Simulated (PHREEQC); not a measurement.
## Buffer: speciation

Dissolve 0.0096 mol/kgw KHCO3 and 6.6e-05 mol/kgw K2HPO4 at 25 °C. Closed to the air; pH follows from the charge balance.

Model: ion-association model, wateq4f.dat, run in PHREEQC.

Each row changes one thing in this solution. No solid was allowed to form.

```tsv
case	pH	ionic strength (mol/kgw)
as made	8.26	0.00990
temperature from 25 to 80 °C	8.09	0.00991
K2HPO4 left out	8.25	0.00971
diluted 100-fold with water	8.09	9.85e-5
KHCO3 left out	8.49	?
KHCO3 from 0.0096 to 0.096 mol/kgw	8.13	?
KHCO3 from 0.0096 to 0.048 mol/kgw	?	0.0488
0.00013 mol/kgw H2SO4 added	7.81	0.00994
```

Q: Complete the blanks.

A: 
- KHCO3 left out, ionic strength (mol/kgw): 0.000195
- KHCO3 from 0.0096 to 0.096 mol/kgw, ionic strength (mol/kgw): 0.0974
- KHCO3 from 0.0096 to 0.048 mol/kgw, pH: 8.18

H3PO4, which wateq4f.dat lacks, is added to it with the constant of phreeqc.dat. Away from 25 °C the constants follow the database's enthalpies or fits; those with neither stay at their 25 °C values.
